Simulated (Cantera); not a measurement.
What does this Cantera script print?

```python
import numpy as np
import cantera as ct

surf = ct.Interface("diamond.yaml", "diamond_100")
gas, bulk = surf.adjacent["gas"], surf.adjacent["diamond"]
k = surf.kinetics_species_index(bulk.species_names[0])
cover = ["c6HH", "c6H*", "c6*H", "c6**", "c6HM", "c6B"]

rows, drift = [], 0.0
print(f"{'xH':>10s}{'um/h':>11s}" + "".join(f"{s:>11s}" for s in cover))
for v in [0.0001, 0.00022, 0.00048, 0.0011, 0.0023, 0.0051, 0.011, 0.025, 0.054]:
    T, P, xH, xCH3 = 1350, 5000, v, 2.2e-05
    gas.TPX = T, P, {"H": xH, "CH3": xCH3, "CH4": 0.0049, "H2": 1 - xH - xCH3 - 0.0049}
    surf.TP = bulk.TP = T, P
    surf.coverages = "c6H*:0.1, c6HH:0.9"
    surf.advance_coverages(100.0)
    before = surf.coverages
    surf.advance_coverages(100.0)
    drift = max(drift, np.max(np.abs(surf.coverages - before) / (surf.coverages + 1e-9)))
    rate = surf.net_production_rates[k] * bulk.mean_molecular_weight / bulk.density * 3.6e9
    rows.append([rate, *surf[cover].coverages])
    print(f"{v:10.4g}{rate:11.4e}" + "".join(f"{x:11.3e}" for x in rows[-1][1:]))
```

Output:

```
        xH       um/h       c6HH       c6H*       c6*H       c6**       c6HM        c6B
    0.0001 2.5450e-03  6.872e-01  2.846e-02  2.806e-01  3.607e-03  6.770e-06  6.906e-12
   0.00022 1.2272e-02  5.655e-01  3.911e-02  3.857e-01  9.520e-03  9.667e-06  3.330e-11
   0.00048 4.0363e-02  4.716e-01  4.684e-02  4.619e-01  1.953e-02  1.261e-05  1.095e-10
    0.0011 9.5536e-02  4.095e-01  5.137e-02  5.065e-01  3.247e-02  1.579e-05  2.592e-10
    0.0023 1.5530e-01  3.792e-01  5.324e-02  5.249e-01  4.255e-02  1.822e-05  4.214e-10
    0.0051 2.2094e-01  3.624e-01  5.415e-02  5.335e-01  4.991e-02  1.982e-05  5.995e-10
     0.011 2.9517e-01  3.545e-01  5.457e-02  5.369e-01  5.391e-02  2.019e-05  8.010e-10
     0.025 4.1616e-01  3.506e-01  5.487e-02  5.384e-01  5.609e-02  1.921e-05  1.129e-09
     0.054 6.0171e-01  3.489e-01  5.523e-02  5.387e-01  5.714e-02  1.685e-05  1.633e-09
```

Model: the Harris–Goodwin 1993 mechanism for the reconstructed diamond (100) surface, integrated in Cantera.
